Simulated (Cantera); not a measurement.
An isothermal, constant-pressure homogeneous reactor starts with H2 : O2 = 0.12 : 1 (molar parts), equivalence ratio 0.060, at 1348 K and 280 Pa. Integrator tolerance rtol = 1e-08.

Computed with Cantera and GRI-Mech 3.0 (53 species, 325 reactions). Radical loss at walls, strong at low pressure, is not modelled. The temperature is held fixed by assumption; the heat of reaction is taken as removed at once.

Question: What does this change do: pressure from 280 Pa to 3700 Pa?

Answer: 
| quantity | before | after |
|---|---|---|
| x(H2) at 20.0 s | 8.73e-6 (gas-phase equilibrium 4.51e-7) | 1.24e-7 (gas-phase equilibrium 1.24e-7) |
| x(O2) at 20.0 s | 0.886 (gas-phase equilibrium 0.887) | 0.887 (gas-phase equilibrium 0.887) |
| x(H) at 20.0 s | 2.51e-6 (gas-phase equilibrium 2.96e-8) | 4.27e-9 (gas-phase equilibrium 4.27e-9) |
| x(H2O2) at 20.0 s | 2.60e-9 (gas-phase equilibrium 4.41e-10) | 1.60e-9 (gas-phase equilibrium 1.60e-9) |
| x(OH) at 20.0 s | 0.000524 (gas-phase equilibrium 0.000119) | 6.26e-5 (gas-phase equilibrium 6.26e-5) |

Question: What does this change do: temperature 1348 to 1450 K?

Answer: 
```json
[
 {"quantity": "x(H2) at 20.0 s", "before": "8.73e-6 (gas-phase equilibrium 4.51e-7)", "after": "1.73e-5 (gas-phase equilibrium 2.16e-6)"},
 {"quantity": "x(O2) at 20.0 s", "before": "0.886 (gas-phase equilibrium 0.887)", "after": "0.886 (gas-phase equilibrium 0.887)"},
 {"quantity": "x(H) at 20.0 s", "before": "2.51e-6 (gas-phase equilibrium 2.96e-8)", "after": "5.98e-6 (gas-phase equilibrium 2.65e-7)"},
 {"quantity": "x(H2O2) at 20.0 s", "before": "2.60e-9 (gas-phase equilibrium 4.41e-10)", "after": "2.02e-9 (gas-phase equilibrium 8.67e-10)"},
 {"quantity": "x(OH) at 20.0 s", "before": "0.000524 (gas-phase equilibrium 0.000119)", "after": "0.000936 (gas-phase equilibrium 0.000331)"}
]
```
